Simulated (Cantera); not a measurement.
Input: 1 mol MgO, a varied amount of C, 1.6 mol CO, held at 10.0 mbar.

Equilibrium computed with Cantera from the NASA thermochemical tables; the gas is ideal and each condensed phase is pure. Candidate condensed phases: C, Mg, MgCO₃, MgO; 15 gas species. The numbers say what is thermodynamically allowed, not how fast it happens.

Q: What condenses at these points (T in °C, n(C) in mol): (2027, 0.61); (2302, 0.4); (2227, 0.61); (2302, 1.4); (2202, 4.9); (2277, 0.61)?

A: 
```json
[
 {"T (°C)": "2027", "n(C) in mol": "0.61", "condensed phases": "MgO", "Mg condensed (%)": "29.1"},
 {"T (°C)": "2302", "n(C) in mol": "0.4", "condensed phases": "gas only", "Mg condensed (%)": "0.0"},
 {"T (°C)": "2227", "n(C) in mol": "0.61", "condensed phases": "gas only", "Mg condensed (%)": "0.0"},
 {"T (°C)": "2302", "n(C) in mol": "1.4", "condensed phases": "C", "Mg condensed (%)": "0.0"},
 {"T (°C)": "2202", "n(C) in mol": "4.9", "condensed phases": "C", "Mg condensed (%)": "0.0"},
 {"T (°C)": "2277", "n(C) in mol": "0.61", "condensed phases": "gas only", "Mg condensed (%)": "0.0"}
]
```
